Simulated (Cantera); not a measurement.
Input: 1 mol Cr, 2.9 mol N₂, held at 0.0240 Torr.

Equilibrium computed with Cantera from the NASA thermochemical tables; the gas is ideal and each condensed phase is pure. Candidate condensed phases: Cr, CrN, Cr₂N; 4 gas species. The numbers say what is thermodynamically allowed, not how fast it happens.

x: gas mole fraction; n: condensed amount in mol.

| T (K) | x N₂ | x Cr | x N | x CrN | n CrN(s) | n Cr₂N(s) | n Cr(s) |
|---|---|---|---|---|---|---|---|
| 773 | 1.00 | <1e-12 | <1e-12 | <1e-12 | 1.00 | 0 | 0 |
| 973 | 1.00 | 3.85e-10 | <1e-12 | <1e-12 | 0 | 0.500 | 0 |
| 1173 | 1.000 | 3.01e-6 | <1e-12 | <1e-12 | 0 | 0 | 1.000 |
| 1373 | 0.999 | 0.00100 | <1e-12 | [?] | 0 | 0 | 0.997 |
| 1573 | 0.927 | 0.0734 | 6.14e-11 | [?] | 0 | 0 | 0.770 |
| 1773 | 0.744 | 0.256 | 3.42e-9 | [?] | 0 | 0 | 0 |
| 1973 | 0.744 | 0.256 | 9.27e-8 | [?] | 0 | 0 | 0 |
| 2173 | 0.744 | 0.256 | 1.37e-6 | [?] | 0 | 0 | 0 |
| 2373 | 0.744 | 0.256 | 1.29e-5 | [?] | 0 | 0 | 0 |
| 2573 | 0.744 | 0.256 | 8.59e-5 | [?] | 0 | 0 | 0 |
| 2773 | 0.743 | 0.256 | 0.000436 | [?] | 0 | 0 | 0 |

Fill in the missing entries.


- 1373, x CrN: 3.23e-12
- 1573, x CrN: 7.39e-10
- 1773, x CrN: 5.73e-9
- 1973, x CrN: 1.17e-8
- 2173, x CrN: 2.10e-8
- 2373, x CrN: 3.39e-8
- 2573, x CrN: 5.04e-8
- 2773, x CrN: 7.04e-8
